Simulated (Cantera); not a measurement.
An isothermal plug-flow reactor at 1250 K and 0.355 atm (inlet), inlet velocity 1.4 m/s, active area per volume 590 1/m; feed CH4 : O2 : N2 = 0.039 : 0.012 : 0.79 (molar parts).

Cantera simulation using Deutschmann's 1995 Pt surface mechanism with GRI-Mech 3.0 gas chemistry; the numbers are that mechanism's predictions, not measurements. Catalytic surfaces can have several steady states; this one follows from the mechanism file's or the stated starting coverage. Mass transfer to the wall is taken as infinitely fast.

x: gas mole fraction; θ: surface coverage.

```json
[
 {"z (m)": "0.0005", "x CH4": "0.0316", "x O2": "0.00473", "x H2O": "0.00467", "x CO2": "5.86e-6", "x CO": "0.0139", "θ free Pt": "0.550", "θ H*": "0.00223", "θ CO*": "0.00401", "θ C*": "0.443"},
 {"z (m)": "0.00083", "x CH4": "0.0292", "x O2": "0.00362", "x H2O": "0.00454", "x CO2": "6.09e-6", "x CO": "0.0161", "θ free Pt": "0.392", "θ H*": "0.00202", "θ CO*": "0.00235", "θ C*": "0.604"},
 {"z (m)": "0.0014", "x CH4": "0.0276", "x O2": "0.00290", "x H2O": "0.00435", "x CO2": "6.15e-6", "x CO": "0.0177", "θ free Pt": "0.269", "θ H*": "0.00175", "θ CO*": "0.00122", "θ C*": "0.728"},
 {"z (m)": "0.0023", "x CH4": "0.0265", "x O2": "0.00245", "x H2O": "0.00419", "x CO2": "6.17e-6", "x CO": "0.0187", "θ free Pt": "0.192", "θ H*": "0.00152", "θ CO*": "0.000651", "θ C*": "0.806"},
 {"z (m)": "0.0038", "x CH4": "0.0256", "x O2": "(withheld)", "x H2O": "0.00405", "x CO2": "6.18e-6", "x CO": "0.0195", "θ free Pt": "(withheld)", "θ H*": "(withheld)", "θ CO*": "(withheld)", "θ C*": "0.860"},
 {"z (m)": "0.0064", "x CH4": "0.0250", "x O2": "0.00185", "x H2O": "0.00394", "x CO2": "6.19e-6", "x CO": "0.0201", "θ free Pt": "0.101", "θ H*": "0.00115", "θ CO*": "0.000193", "θ C*": "0.898"},
 {"z (m)": "0.011", "x CH4": "0.0244", "x O2": "0.00164", "x H2O": "0.00384", "x CO2": "6.21e-6", "x CO": "0.0206", "θ free Pt": "0.0735", "θ H*": "0.000992", "θ CO*": "0.000105", "θ C*": "0.925"},
 {"z (m)": "0.018", "x CH4": "0.0240", "x O2": "0.00147", "x H2O": "0.00376", "x CO2": "6.23e-6", "x CO": "0.0210", "θ free Pt": "0.0556", "θ H*": "0.000872", "θ CO*": "6.12e-5", "θ C*": "0.943"},
 {"z (m)": "0.03", "x CH4": "0.0237", "x O2": "0.00133", "x H2O": "0.00369", "x CO2": "6.27e-6", "x CO": "0.0213", "θ free Pt": "0.0419", "θ H*": "0.000764", "θ CO*": "3.53e-5", "θ C*": "0.957"},
 {"z (m)": "0.05", "x CH4": "0.0233", "x O2": "(withheld)", "x H2O": "0.00363", "x CO2": "6.33e-6", "x CO": "0.0216", "θ free Pt": "(withheld)", "θ H*": "(withheld)", "θ CO*": "(withheld)", "θ C*": "0.968"}
]
```

Problem. Fill in the missing entries.

Solution. 
- 0.0038, x O2: 0.00211
- 0.0038, θ free Pt: 0.139
- 0.0038, θ H*: 0.00132
- 0.0038, θ CO*: 0.000354
- 0.05, x O2: 0.00121
- 0.05, θ free Pt: 0.0317
- 0.05, θ H*: 0.000670
- 0.05, θ CO*: 2.05e-5
